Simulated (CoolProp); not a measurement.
The numbers come from the reference Helmholtz-energy equation of state, Guder 2009 in CoolProp.

Q: For sulfur hexafluoride, give the phase and the Joule-Thomson coefficient (K/MPa) at 296.05 °C and 0.704 MPa; 296.05 °C and 4.22 MPa.

A: 
- 296.05 °C and 0.704 MPa: gas; Joule-Thomson coefficient 1.76
- 296.05 °C and 4.22 MPa: supercritical; Joule-Thomson coefficient 1.67
